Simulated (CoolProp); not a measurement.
Vapour-liquid equilibrium of propane (1) + cyclopropane (2) at 1.93 MPa; x and y are mole fractions of (1).

Values from CoolProp's multi-fluid Helmholtz-energy mixture model, Lemmon 2009 and Polt 1992; pair parameters Bell 2016. This equation is an older, rougher fit; its heat capacities, sound speeds and derivatives of the liquid may be far off and weren't checked against measurements.

```json
[
 {"x": "0.05", "bubble temperature, mixture model (°C)": "65.4", "bubble temperature, Raoult's law (°C)": "65.9", "y, mixture model": "0.065", "y, Raoult's law": "0.062"},
 {"x": "0.125", "bubble temperature, mixture model (°C)": "63.9", "bubble temperature, Raoult's law (°C)": "65.0", "y, mixture model": "0.157", "y, Raoult's law": "0.152"},
 {"x": "0.2", "bubble temperature, mixture model (°C)": "62.5", "bubble temperature, Raoult's law (°C)": "64.1", "y, mixture model": "0.242", "y, Raoult's law": "0.239"},
 {"x": "0.275", "bubble temperature, mixture model (°C)": "61.2", "bubble temperature, Raoult's law (°C)": "63.3", "y, mixture model": "0.323", "y, Raoult's law": "0.322"},
 {"x": "0.35", "bubble temperature, mixture model (°C)": "60.1", "bubble temperature, Raoult's law (°C)": "62.4", "y, mixture model": "0.399", "y, Raoult's law": "0.403"},
 {"x": "0.425", "bubble temperature, mixture model (°C)": "59.1", "bubble temperature, Raoult's law (°C)": "61.6", "y, mixture model": "0.472", "y, Raoult's law": "0.482"},
 {"x": "0.5", "bubble temperature, mixture model (°C)": "58.2", "bubble temperature, Raoult's law (°C)": "60.8", "y, mixture model": "0.542", "y, Raoult's law": "0.557"},
 {"x": "0.575", "bubble temperature, mixture model (°C)": "57.4", "bubble temperature, Raoult's law (°C)": "59.9", "y, mixture model": "0.609", "y, Raoult's law": "0.630"},
 {"x": "0.65", "bubble temperature, mixture model (°C)": "56.8", "bubble temperature, Raoult's law (°C)": "59.1", "y, mixture model": "0.676", "y, Raoult's law": "0.700"},
 {"x": "0.725", "bubble temperature, mixture model (°C)": "56.3", "bubble temperature, Raoult's law (°C)": "58.4", "y, mixture model": "0.743", "y, Raoult's law": "0.769"},
 {"x": "0.8", "bubble temperature, mixture model (°C)": "55.9", "bubble temperature, Raoult's law (°C)": "57.6", "y, mixture model": "0.810", "y, Raoult's law": "0.835"},
 {"x": "0.875", "bubble temperature, mixture model (°C)": "55.7", "bubble temperature, Raoult's law (°C)": "56.8", "y, mixture model": "0.879", "y, Raoult's law": "0.898"},
 {"x": "0.95", "bubble temperature, mixture model (°C)": "55.5", "bubble temperature, Raoult's law (°C)": "56.1", "y, mixture model": "0.950", "y, Raoult's law": "0.960"}
]
```

The largest gap from Raoult's law is -2.6 K in bubble temperature, at x = 0.5. No azeotrope shows between x = 0.05 and 0.95.

Pair parameters are fitted to limited data, so mixtures are less certain than the pure fluids.
